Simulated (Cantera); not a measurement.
Cantera run, input and output.

```python
import numpy as np
import cantera as ct

surf = ct.Interface("ptcombust.yaml", "Pt_surf")
gas = surf.adjacent["gas"]
gas.TPX = 300, 9800, {'H2': 0.016, 'O2': 0.19, 'N2': 0.79}
jet = ct.ImpingingJet(gas=gas, width=0.021, surface=surf)
jet.inlet.mdot, jet.inlet.T, jet.inlet.X = 0.025, 300, {'H2': 0.016, 'O2': 0.19, 'N2': 0.79}
jet.set_refine_criteria(ratio=10, slope=0.2, curve=0.3)
show, cover = ['H2', 'O2', 'H2O', 'OH'], ["PT(S)", "H(S)", "O(S)", "OH(S)", "CO(S)", "C(S)"]

rows = []
print(f"{'Ts/K':>7s}" + "".join(f"{s:>11s}" for s in show + cover) + "   (gas at the wall, coverages)")
for i, Ts in enumerate([700, 750, 800, 850, 900, 950, 1000]):
    jet.surface.T = Ts
    if i == 0:
        surf.TP = Ts, 9800
        surf.coverages = "PT(S):0.5, O(S):0.5"
        surf.advance_coverages(1.0)
        jet.set_initial_guess(products="inlet")
    jet.solve(loglevel=0, auto=(i == 0))
    rows.append([*(jet.X[gas.species_index(s), -1] for s in show), *surf[cover].coverages])
    print(f"{Ts:7g}" + "".join(f"{x:11.3e}" for x in rows[-1]))
```

It prints:

```
   Ts/K         H2         O2        H2O         OH      PT(S)       H(S)       O(S)      OH(S)      CO(S)       C(S)   (gas at the wall, coverages)
    700  2.478e-03  1.768e-01  2.542e-02  1.327e-10  3.270e-02  1.277e-09  9.655e-01  1.766e-03  4.367e-18  3.945e-27
    750  1.857e-03  1.763e-01  2.643e-02  7.884e-10  4.761e-02  3.200e-09  9.508e-01  1.557e-03  9.297e-19  5.393e-29
    800  1.249e-03  1.757e-01  2.742e-02  3.440e-09  7.723e-02  9.759e-09  9.213e-01  1.491e-03  8.171e-21  4.086e-30
    850  8.556e-04  1.753e-01  2.802e-02  1.220e-08  1.204e-01  2.776e-08  8.782e-01  1.425e-03  1.351e-19  4.524e-28
    900  6.254e-04  1.751e-01  2.833e-02  3.740e-08  1.734e-01  6.831e-08  8.253e-01  1.328e-03  1.677e-18  5.984e-27
    950  4.860e-04  1.750e-01  2.847e-02  1.027e-07  2.327e-01  1.471e-07  7.661e-01  1.212e-03  2.103e-19  2.264e-27
   1000  3.981e-04  1.750e-01  2.852e-02  2.546e-07  2.955e-01  2.850e-07  7.034e-01  1.090e-03  1.309e-20  1.122e-24
```

Computed with Cantera and Deutschmann's 1995 Pt surface mechanism with GRI-Mech 3.0 gas chemistry. Catalytic surfaces can have several steady states; this one follows from the mechanism file's or the stated starting coverage.
